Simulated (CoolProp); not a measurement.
Model: reference Helmholtz-energy equation of state, Polt 1992, in CoolProp. This equation is an older, rougher fit; its heat capacities, sound speeds and derivatives of the liquid may be far off and weren't checked against measurements.

Task: Give the vapour pressure (MPa), enthalpy of vaporisation (kJ/kg), surface tension (mN/m) of saturated propyne at 342.1, 355, 359.3 K.

Result: 
```csv
T (K),p (MPa),enthalpy of vaporisation (kJ/kg),surface tension (mN/m)
342.1,1.77,386,5.89
355,2.33,351,4.41
359.3,2.55,338,3.93
```

Surface tension comes from a separate correlation (Mulero 2012).
